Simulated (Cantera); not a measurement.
A counterflow diffusion flame at 0.987 atm, nozzles 20 mm apart: fuel side 100 % H2 at 325 K, oxidiser side 19.0 % O2, 81.0 % N2 at 675 K, fuel mass flux 0.38 times the oxidiser's; mixture-averaged transport, no radiation.

Model: the H2/O2 subset of GRI-Mech 3.0, which has no nitrogen chemistry, integrated in Cantera. The maximum strain rate includes the flame's own expansion and is several times the mean.

x: mole fraction; the columns are a selection and need not sum to one.

| oxidiser flux (kg/m²/s) | max strain (1/s) | mean strain (1/s) | T max (K) | peak x OH | peak x H | peak x H2O | peak x HO2 |
|---|---|---|---|---|---|---|---|
| 0.6 | 770 | 211 | 2393 | 0.0193 | 0.0187 | 0.252 | 4.68e-5 |
| 0.86 | 1080 | 303 | 2340 | 0.0194 | 0.0212 | 0.250 | 5.82e-5 |
| 1.2 | 1490 | 423 | 2294 | 0.0195 | 0.0239 | 0.247 | 6.86e-5 |
| 1.7 | 2080 | 599 | 2239 | 0.0194 | 0.0268 | 0.245 | 8.07e-5 |
| 2.5 | 3050 | 881 | 2168 | 0.0189 | 0.0303 | 0.242 | 9.49e-5 |
| 3.6 | … | 1270 | 2102 | 0.0183 | … | 0.239 | … |
| 5.1 | 6140 | 1800 | 2036 | 0.0176 | 0.0377 | 0.236 | 0.000121 |
| 7.3 | … | 2570 | 1971 | 0.0169 | 0.0416 | 0.233 | … |
| 10 | 12000 | 3520 | 1910 | 0.0160 | 0.0451 | 0.230 | 0.000145 |

What belongs in the gaps?


- 3.6, max strain (1/s): 4370
- 3.6, peak x H: 0.0341
- 3.6, peak x HO2: 0.000109
- 7.3, max strain (1/s): 8740
- 7.3, peak x HO2: 0.000133
